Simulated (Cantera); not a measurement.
# Transport properties of process gases

Gas mixture: NO = 0.18 (molar parts), at 30000 Pa, frozen composition.

Cantera's kinetic-theory transport with the Lennard-Jones parameters of GRI-Mech 3.0, ideal gas; thermal conductivity in the multicomponent form. The composition is frozen, though it would react at the higher temperatures.

| T (K) | ρ (kg/m³) | cp (J/kg/K) | μ (µPa s) | λ (mW/m/K) | Pr | D (cm²/s) N2 | D (cm²/s) C2H2 | D (cm²/s) H2O |
|---|---|---|---|---|---|---|---|---|
| 400 | 0.271 | 998.6 | 23.1 | 32.5 | 0.711 | 1.14 | 0.932 | 1.32 |
| 600 | 0.180 | 1041 | 30.6 | 45.0 | 0.708 | 2.29 | 1.90 | 2.81 |
| 800 | 0.135 | 1092 | 37.1 | 57.3 | 0.708 | 3.71 | 3.10 | 4.70 |
| 1000 | 0.108 | 1133 | 42.9 | 68.8 | 0.707 | 5.38 | 4.52 | 6.95 |
| 1200 | 0.0902 | 1159 | 48.4 | 79.3 | 0.707 | 7.29 | 6.13 | 9.51 |
| 1400 | 0.0773 | 1181 | 53.4 | 89.3 | 0.707 | 9.42 | 7.94 | 12.4 |
D: mixture-averaged diffusion coefficient of that species in the mixture.
